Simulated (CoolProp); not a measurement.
R1233zd(E) at several states: density (kg/m³) from the reference equation and from simpler models built on Tc = 165.7 °C, pc = 3.583 MPa, ω = 0.304; each cubic takes its own stable root.

Values from CoolProp's reference Helmholtz-energy equation of state, Akasaka 2022.

| T (°C) | p (MPa) | phase | reference | van der Waals | Redlich-Kwong | Peng-Robinson |
|---|---|---|---|---|---|---|
| 13.45 | 10.9 | liquid | 1316 | 813.0 | 1159 | 1345 |
| -5.65 | 0.143 | liquid | 1334 | 8.727 | 1154 | 1353 |
| 156.85 | 0.982 | gas | 40.40 | 39.50 | 40.11 | 40.65 |
| 19.25 | 18 | liquid | 1320 | 830.4 | 1173 | 1352 |
| 158.15 | 0.0701 | gas | 2.570 | 2.567 | 2.569 | 2.571 |

At some of these states van der Waals gives the other phase, because its saturation line lies elsewhere.
